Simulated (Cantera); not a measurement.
**Low-pressure radical oxidation in H2/O2**

An isothermal, constant-pressure homogeneous reactor starts with 10.7 % H₂, 89.3 % O₂, at 1323 K and 0.0250 bar.

Computed with Cantera and the H2/O2 subset of GRI-Mech 3.0, which has no nitrogen chemistry. Radical loss at walls, strong at low pressure, is not modelled. The temperature is held fixed by assumption; the heat of reaction is taken as removed at once.

```csv
t (s),x H₂,x O₂,x H,x H₂O₂,x H₂O
5.00e-6,0.107,0.893,5.92e-9,<1e-12,1.21e-10
2.03e-5,0.107,0.893,2.10e-8,1.21e-11,5.99e-9
8.24e-5,0.107,0.893,1.99e-7,1.97e-10,3.19e-7
0.000334,0.106,0.892,0.000410,5.74e-9,0.000921
0.00136,0.00314,0.821,0.0207,2.63e-7,0.0899
0.00551,0.00209,0.846,0.0104,2.71e-7,0.0990
0.0224,0.000510,0.877,0.00115,1.98e-7,0.110
0.0908,4.41e-5,0.886,2.88e-5,6.72e-8,0.113
0.368,4.06e-6,0.887,8.13e-7,1.63e-8,0.113
1.50,5.69e-7,0.887,4.32e-8,3.94e-9,0.113
6.07,1.35e-7,0.887,5.03e-9,1.34e-9,0.113
24.6,9.92e-8,0.887,3.18e-9,1.10e-9,0.113
100,9.92e-8,0.887,3.18e-9,1.10e-9,0.113
```
x: mole fraction; the columns are a selection and need not sum to one.

Equilibrium at this temperature and pressure: H₂ 9.92e-8, O₂ 0.887, H 3.18e-9, H₂O₂ 1.10e-9, H₂O 0.113 (gas phase only).
